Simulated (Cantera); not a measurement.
A closed system holds: 1 mol SiH4, 3.9 mol O3, 0.14 mol H2, at 10.0 mbar.

Equilibrium computed with Cantera from the NASA thermochemical tables; the gas is ideal and each condensed phase is pure. Candidate condensed phases: H2O, Si, SiO2; 18 gas species. The tables hold silica as quartz up to 1696 K and as liquid above; real silica turns to tridymite and cristobalite and melts near 1996 K. Kinetics and transport are ignored.

x: gas mole fraction; n: condensed amount in mol.

```tsv
T (°C)	x O2	x H2O	x OH	x O	x H2	n SiO2(β-quartz)	n SiO2(condensed)
625	0.639	0.361	9.92e-8	___	1.34e-11	1.00	0
775	0.639	0.361	2.23e-6	___	1.55e-9	1.00	0
925	0.639	0.361	2.31e-5	___	5.51e-8	1.00	0
1075	0.638	0.361	0.000142	___	8.93e-7	1.00	0
1225	0.638	0.361	0.000610	___	8.32e-6	1.00	0
1375	0.638	0.360	0.00200	___	5.18e-5	1.00	0
1525	0.636	0.358	0.00538	___	0.000237	0	1.000
```

Question: Complete the blanks.

Answer: 
- 625, x O: 3.99e-11
- 775, x O: 5.06e-9
- 925, x O: 1.92e-7
- 1075, x O: 3.26e-6
- 1225, x O: 3.15e-5
- 1375, x O: 0.000202
- 1525, x O: 0.000952
